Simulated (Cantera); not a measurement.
Input: 1 mol C3H6, 2.6 mol CO2, held at 0.330 bar.

Method: chemical equilibrium by Gibbs-energy minimisation in Cantera with the NASA 1993 tables (ideal gas, pure condensed phases). Candidate condensed phases: C, C6H6, C7H8, C8H18, H2O; 110 gas species. Kinetics and transport are ignored.

Over these rows the condensed part is C(graphite). Partial pressures as log10 of bar:

```csv
T (K),1000/T (1/K),log p H2O,log p CO,log p H2
1375,0.7273,-3.94,-0.68,-0.92
1525,0.6557,?,-0.68,-0.92
1675,0.5970,-4.85,-0.68,-0.92
1825,0.5479,-5.20,-0.68,-0.92
1975,0.5063,-5.49,-0.68,-0.92
2125,0.4706,-5.74,-0.68,-0.92
```

Q: Fit log p(H2O) = a + b·(1000/T) to the five rows, give the apparent enthalpy, and predict the row at 1525 K.

A: Means: 1000/T = 0.5698, log p = -5.044. Sxy = 0.279937, Sxx = 0.0398986, so b = 7.02 and a = -5.044 − (7.02)×0.5698 = -9.04.
Apparent enthalpy: −19.145 × (7.02) = -134 kJ/mol. With the condensed phases at unit activity, CO(g) + H2(g) = H2O(g) + C(graphite) links this pressure to the main gases: over the six rows their terms move log p by +0.00 in all, so the slope is close to that reaction's ΔH°. The five rows lie within 0.01 of the line.
Prediction at 1525 K: -9.04 + (7.02)×0.6557 = -4.44. The computed value is -4.44, 0.00 from the line.
